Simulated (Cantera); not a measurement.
**MgO + HBr + O2 (oxide etching and cleaning by halides)**

Input: 1 mol MgO, 1.7 mol HBr, 0.99 mol O2, held at 0.173 Torr.

These are equilibrium values from Cantera (NASA tables, ideal gas, pure condensed phases), not measurements of a reactor. Candidate condensed phases: Br2, H2O, Mg, MgBr2, MgO, Mg(OH)2; 20 gas species. Rates play no part.

```json
[
 {"T (°C)": "650", "x Br": "0.0783", "x H2O": "0.345", "x Br2": "0.306", "x O2": "0.245", "x HBr": "0.0259", "x OH": "3.53e-7", "x MgBr2": "1.66e-7", "x O": "4.07e-10", "n MgO(s)": "1.00"},
 {"T (°C)": "700", "x Br": "0.138", "x H2O": "0.327", "x Br2": "0.258", "x O2": "0.239", "x HBr": "0.0372", "x OH": "1.01e-6", "x MgBr2": "8.24e-7", "x O": "2.18e-9", "n MgO(s)": "1.000"},
 {"T (°C)": "750", "x Br": "0.218", "x H2O": "0.306", "x Br2": "0.196", "x O2": "0.231", "x HBr": "0.0483", "x OH": "2.59e-6", "x MgBr2": "3.12e-6", "x O": "9.87e-9", "n MgO(s)": "1.000"},
 {"T (°C)": "800", "x Br": "0.306", "x H2O": "0.284", "x Br2": "0.131", "x O2": "0.222", "x HBr": "0.0565", "x OH": "6.03e-6", "x MgBr2": "8.94e-6", "x O": "3.86e-8", "n MgO(s)": "1.000"},
 {"T (°C)": "850", "x Br": "0.382", "x H2O": "0.268", "x Br2": "0.0769", "x O2": "0.213", "x HBr": "0.0601", "x OH": "1.31e-5", "x MgBr2": "1.97e-5", "x O": "1.34e-7", "n MgO(s)": "1.000"},
 {"T (°C)": "900", "x Br": "0.435", "x H2O": "0.258", "x Br2": "0.0406", "x O2": "0.206", "x HBr": "0.0595", "x OH": "2.67e-5", "x MgBr2": "3.48e-5", "x O": "4.18e-7", "n MgO(s)": "1.000"},
 {"T (°C)": "950", "x Br": "0.467", "x H2O": "0.254", "x Br2": "0.0205", "x O2": "0.202", "x HBr": "0.0566", "x OH": "5.21e-5", "x MgBr2": "5.29e-5", "x O": "1.20e-6", "n MgO(s)": "1.000"},
 {"T (°C)": "1000", "x Br": "0.485", "x H2O": "0.253", "x Br2": "0.0103", "x O2": "0.199", "x HBr": "0.0527", "x OH": "9.71e-5", "x MgBr2": "7.32e-5", "x O": "3.16e-6", "n MgO(s)": "1.000"},
 {"T (°C)": "1050", "x Br": "0.496", "x H2O": "0.253", "x Br2": "0.00531", "x O2": "0.197", "x HBr": "0.0488", "x OH": "0.000173", "x MgBr2": "9.58e-5", "x O": "7.78e-6", "n MgO(s)": "1.000"},
 {"T (°C)": "1100", "x Br": "0.502", "x H2O": "0.254", "x Br2": "0.00283", "x O2": "0.195", "x HBr": "0.0451", "x OH": "0.000297", "x MgBr2": "0.000121", "x O": "1.80e-5", "n MgO(s)": "1.000"}
]
```
x: gas mole fraction; n: condensed amount in mol.

From 650 °C to 1100 °C the condensed part is MgO(s). The main Mg-bearing gas is MgBr2 throughout.
